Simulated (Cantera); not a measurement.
# Equilibrium for abatement and gas-phase synthesis: H₂S + H₂ + O₂

Charge: 1 mol H₂S, 0.12 mol H₂, 0.46 mol O₂, held at 0.0200 bar.

Cantera equilibrium calculation (NASA polynomials, part measured and part estimated; ideal gas, pure solids and liquids). Candidate condensed phases: H₂O, H₂SO₄, S; 19 gas species. Gases not in the tables: S₃ to S₇. Rates play no part.

```tsv
T (K)	x H₂O	x S₂	x H₂S	x H₂	x SO₂	x S₂O
750	0.512	0.187	0.245	0.000820	0.0542	0.00170
850	0.537	0.209	0.210	0.00358	0.0392	0.00146
950	0.550	0.224	0.183	0.0114	0.0302	0.00127
1050	0.552	0.236	0.156	0.0280	0.0259	0.00117
1150	0.544	0.246	0.127	0.0549	0.0258	0.00116
1250	0.527	0.254	0.0984	0.0890	0.0293	0.00122
1350	0.504	0.257	0.0734	0.126	0.0359	0.00133
```
x: gas mole fraction; nothing condenses.

From 750 K to 1350 K nothing is condensed.
